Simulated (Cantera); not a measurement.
Feed: 1 mol Fe3O4, 85 mol H2, held at 1700 K and 13.3 mbar.

Cantera equilibrium calculation (NASA polynomials, part measured and part estimated; ideal gas, pure solids and liquids). Candidate condensed phases: Fe, FeO, Fe(OH)2, Fe(OH)3, Fe2O3, Fe3O4, H2O; 12 gas species. Equilibrium is a limit: real reactors are often held back by kinetics, nucleation or transport.

Base state: H2 0.951, H2O 0.0470, H 0.00124, Fe 0.000472 (mole fractions); condensed: Fe(δ).

What changes in the equilibrium state with this change: temperature from 1700 K to 1775 K?


```
species       before    after
----------  --------  -------
H2             0.951    0.949
H2O           0.0470   0.0469
H            0.00124  0.00244
Fe          0.000472  0.00153
Fe(δ), mol      2.96     2.87
```

What changes in the equilibrium state with this change: Fe3O4 replaced by NiS?


```csv
species,before,after
H2,0.951,0.988
H2S,0,0.00706
S2,0,0.00160
H2O,0.0470,0
Fe,0.000472,0
Ni,0,0.000202
SH,0,0.00130
S,0,0.000110
NiS,0,5.21e-5
"Fe(δ), mol",2.96,0
"Ni(s), mol",0,0.978
```
Further candidate phases: Ni, NiS, NiS2, Ni3S2, Ni3S4, S.
